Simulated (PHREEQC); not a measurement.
Make-up at 20 °C: 25 mmol/kgw NH4HF2, 1.3 mmol/kgw H2SiF6, 6.5 mmol/kgw HBF4 and 10 mmol/kgw HCl. Closed to the air; pH follows from the charge balance.

The numbers come from PHREEQC with the ion-association model, wateq4f.dat.

```csv
quantity,before,after
pH,2.48,1.16
HF (mol/kgw),0.0327,0.0394
F- (mol/kgw),0.00862,0.000560
H2F2 (mol/kgw),0.00335,0.00496
HF2- (mol/kgw),0.00104,8.33e-5
SI of Quartz (SiO2),-6.73,-4.78
```

**Question.** Which change was made?
A) HCl from 0.01 to 0.02 mol/kgw
B) temperature from 20 to 5 °C
C) HCl replaced by CsCl at the same molality
D) HCl from 0.01 to 0.1 mol/kgw
E) diluted 5-fold with water

**Answer.** D, HCl from 0.01 to 0.1 mol/kgw

No solid was allowed to form. wateq4f.dat counts part of the HF as a dimer, H2F2, which phreeqc.dat doesn't know; its constant is uncertain. SiF6-2 is the database's only silicon fluoride. Real BF4- forms and hydrolyses slowly; the run takes it at equilibrium.
